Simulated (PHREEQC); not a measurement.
**Copper plating or etch bath (model solution)**

Make-up at 25 °C: 0.17 mol Cu(NO3)2 and 0.0094 mol HCl per kg of water. Closed to the air; pH follows from the charge balance.

Computed with PHREEQC (ion-association model, phreeqc.dat).

The pH is 2.14, the ionic strength is 0.517 mol/kgw and the activity of water comes out as 0.991. The specific conductance is 29200 µS/cm, the density is 1.023 g/cm³ and the total alkalinity is -9.40 meq/kg.

```json
[
 {"species": "NO3-", "molality": "0.340", "activity": "0.207", "log γ": "-0.215"},
 {"species": "Cu+2", "molality": "0.169", "activity": "0.0418", "log γ": "-0.607"},
 {"species": "H+", "molality": "0.00940", "activity": "0.00717", "log γ": "-0.117"},
 {"species": "Cl-", "molality": "0.00845", "activity": "0.00547", "log γ": "-0.189"},
 {"species": "CuCl+", "molality": "0.000950", "activity": "0.000615", "log γ": "-0.189"},
 {"species": "CuCl2", "molality": "1.60e-6", "activity": "1.81e-6", "log γ": "0.052"},
 {"species": "CuOH+", "molality": "8.91e-8", "activity": "5.77e-8", "log γ": "-0.189"},
 {"species": "Cu2(OH)2+2", "molality": "5.02e-9", "activity": "1.46e-9", "log γ": "-0.537"}
]
```

This is a speciation only: nothing precipitates in the calculation.
